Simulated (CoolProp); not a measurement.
Vapour-liquid equilibrium of propane (1) + benzene (2) at 334.4 K; x and y are mole fractions of (1).

Computed with CoolProp (multi-fluid Helmholtz-energy mixture model, Lemmon 2009 and Thol 2012; pair parameters Bell 2016).

Give the bubble pressure and the first vapour's composition at x = 0.05, 0.2, 0.8. Is there an azeotrope?

x = 0.05: 219.1 kPa, y = 0.750; x = 0.2: 614.4 kPa, y = 0.912; x = 0.8: 1690 kPa, y = 0.981. No azeotrope shows between x = 0.05 and 0.95.

The pair parameters rest on a limited set of measurements; away from them the model extrapolates. The gap from Raoult's law changes sign with composition, which may be real or a fault of the pair parameters; it wasn't checked against measurements.
